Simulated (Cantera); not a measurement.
Cantera run, input and output.

```python
import numpy as np
import cantera as ct

gas = ct.Solution("gri30.yaml", transport_model="mixture-averaged")
show = ['H2O', 'H', 'CO2']

rows = []
print(f"{'T/K':>7s}{'rho':>11s}{'cp':>10s}{'mu':>11s}{'lambda':>11s}{'Pr':>7s}" + "".join(f"{'D_' + s:>11s}" for s in show))
for T in [400, 500, 600, 700, 800, 900]:
    gas.TPX = T, 1333, {'N2': 0.26, 'N2O': 0.63}
    Pr = gas.cp_mass * gas.viscosity / gas.thermal_conductivity
    D = [gas.mix_diff_coeffs_mole[gas.species_index(s)] for s in show]
    rows.append([gas.density, gas.cp_mass, gas.viscosity, gas.thermal_conductivity, Pr, *D])
    print(f"{T:7g}{gas.density:11.4e}{gas.cp_mass:10.1f}{gas.viscosity:11.4e}"
          f"{gas.thermal_conductivity:11.4e}{Pr:7.3f}" + "".join(f"{d:11.4e}" for d in D))
print("SI units: kg/m3, J/kg/K, Pa s, W/m/K, m2/s")
```

Result:

```
    T/K        rho        cp         mu     lambda     Pr      D_H2O        D_H      D_CO2
    400 1.5767e-02     986.2 2.0169e-05 2.7421e-02  0.725 2.4045e-03 1.3336e-02 1.5898e-03
    500 1.2614e-02    1045.7 2.4231e-05 3.4808e-02  0.728 3.7022e-03 1.9870e-02 2.3957e-03
    600 1.0512e-02    1095.6 2.7939e-05 4.1967e-02  0.729 5.2254e-03 2.7364e-02 3.3255e-03
    700 9.0100e-03    1138.8 3.1371e-05 4.8870e-02  0.731 6.9547e-03 3.5744e-02 4.3693e-03
    800 7.8837e-03    1176.9 3.4586e-05 5.5524e-02  0.733 8.8747e-03 4.4959e-02 5.5196e-03
    900 7.0077e-03    1210.0 3.7621e-05 6.1940e-02  0.735 1.0973e-02 5.4963e-02 6.7702e-03
SI units: kg/m3, J/kg/K, Pa s, W/m/K, m2/s
```

Model: GRI-Mech 3.0 (53 species, 325 reactions), integrated in Cantera.
